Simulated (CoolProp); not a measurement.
Dry air along the isobar 54.1 bar: density (kg/m³) from the reference equation and from simpler models built on Tc = 132.5 K, pc = 37.86 bar, ω = 0.034; each cubic takes its own stable root.

The numbers come from the reference Helmholtz-energy equation of state, Lemmon 2000 in CoolProp. It is a pseudo-pure fit of the blend.

```
T (K)          phase  reference
-----  -------------  ---------
109.4         liquid      739.0
132.4         liquid      550.0
155.4  supercritical      186.9
178.4  supercritical      130.7
201.5  supercritical      105.7
224.5  supercritical      90.41
247.5  supercritical      79.63
270.5  supercritical      71.47
293.5  supercritical      65.02
316.5  supercritical      59.74
339.5  supercritical      55.33
362.5  supercritical      51.57
385.5  supercritical      48.32
408.5  supercritical      45.48
431.5  supercritical      42.98
454.6  supercritical      40.73
```

Task: How far does each simpler model (Redlich-Kwong, Soave-Redlich-Kwong, Peng-Robinson) lie from the reference over these 16 states: mean and median of the absolute difference, and the worst?

Result: 
- Redlich-Kwong: mean 1.1 %, median 0.8 %, worst -7.3 % at 132.4 K and 54.1 bar
- Soave-Redlich-Kwong: mean 1.1 %, median 0.7 %, worst -7.3 % at 132.4 K and 54.1 bar
- Peng-Robinson: mean 2.2 %, median 1.3 %, worst +12.9 % at 109.4 K and 54.1 bar
